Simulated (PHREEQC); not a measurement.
Dissolve 0.26 mol/kgw KCl at 25 °C. Closed to the air; pH follows from the charge balance.

All values are PHREEQC results (Pitzer model, pitzer.dat), not measurements.

No solid was allowed to form.

### Question
What activity of water, density does the model give?

### Answer
activity of water 0.992; density 1.009 g/cm³.
